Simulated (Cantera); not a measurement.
A perfectly stirred reactor is fed with H2 : O2 : N2 = 1.4 : 1 : 5.3 (molar parts), at 32000 Pa; it is held at 1325 K, and followed from long to short residence time.

Computed with Cantera and the H2/O2 subset of GRI-Mech 3.0, which has no nitrogen chemistry. The temperature is held fixed by assumption; the heat of reaction is taken as removed at once.

x: mole fraction; the columns are a selection and need not sum to one.

```tsv
τ (s)	x H2	x O2	x H2O2	x HO2	x O	x H
1.8	0.000136	0.0428	2.21e-7	…	3.82e-5	1.13e-5
0.67	0.000262	0.0428	3.43e-7	…	7.51e-5	3.06e-5
0.25	0.000504	0.0429	5.14e-7	…	0.000147	8.24e-5
0.096	0.000943	0.0430	7.34e-7	…	0.000281	0.000214
0.036	0.00177	0.0432	1.02e-6	…	0.000540	0.000562
0.014	0.00319	0.0437	1.32e-6	…	0.00100	0.00140
0.0051	0.00581	0.0448	1.63e-6	…	0.00190	0.00357
0.0019	0.0100	0.0468	1.85e-6	…	0.00345	0.00840
```

Problem. Fill in the missing entries.

Solution. 
- 1.8, x HO2: 1.88e-6
- 0.67, x HO2: 3.17e-6
- 0.25, x HO2: 4.97e-6
- 0.096, x HO2: 7.06e-6
- 0.036, x HO2: 9.23e-6
- 0.014, x HO2: 1.11e-5
- 0.0051, x HO2: 1.26e-5
- 0.0019, x HO2: 1.37e-5
